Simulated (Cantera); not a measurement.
What does this Cantera script print?

```python
import numpy as np
import cantera as ct

gas_names = [...]  # 151 gases of nasa_gas.yaml made of C, H, N, O, Si
cond_names = """
    C(gr) C6H6(L) C7H8(L) C8H18(L),n-octa H2O(s) H2O(L) Si(cr) Si(L) SiC(b) SiO2(Lqz) SiO2(hqz) SiO2(L)
    Si2N2O(s) Si3N4(a)
""".split()


# ... load() reads the species with a 1 bar reference pressure and builds the phases ...
atoms = {
    'SiC': {'Si': 1, 'C': 1},
    'H2O': {'H': 2, 'O': 1},
    'N2': {'N': 2},
    'O2': {'O': 2},
}
top_T = {'C(gr)': 4500, 'SiC(b)': 3050, 'Si2N2O(s)': 2100, 'Si3N4(a)': 2400}  # K; cautious upper limits of use, not melting points


# ... equilibrate(T, P, feed) seeds the gas with the atoms and calls Mixture.equilibrate('TP', solver="vcs", rtol=1e-11, max_steps=5000) ...
results = []
feed = {'SiC': 1, 'H2O': 0.11, 'N2': 840, 'O2': 0.054}  # mol
T = 1900  # K
P = 16  # Pa
mix = equilibrate(T, P, feed)
results.append((T, P, feed, dict(zip(mix.species_names, mix.species_moles))))
x = sorted(zip(gas.X, gas.species_names), reverse=True)
print(f"T = {T:g} K  P = {P:g} Pa  gas = {mix.phase_moles(0):.4g} mol")
print("   x: " + "  ".join(f"{s} {v:.3e}" for v, s in x if v > 1e-06))
print("   condensed (mol): " + ("  ".join(f"{mix.phase(i).name} {mix.phase_moles(i):.4g}"
      for i in range(1, mix.n_phases) if mix.phase_moles(i) > 1e-12) or "none"))
```

Result:

```
T = 1900 K  P = 16 Pa  gas = 841.4 mol
   x: N2 9.983e-01  Si 1.138e-03  CO 2.584e-04  H 2.063e-04  HCN 3.200e-05  SiC2 2.879e-05  CN 1.128e-05  H2 1.081e-05  Si2C 7.759e-06  SiN 4.815e-06  HNC 1.502e-06
   condensed (mol): C(gr) 0.6888
```

Equilibrium computed with Cantera from the NASA thermochemical tables; the gas is ideal and each condensed phase is pure.
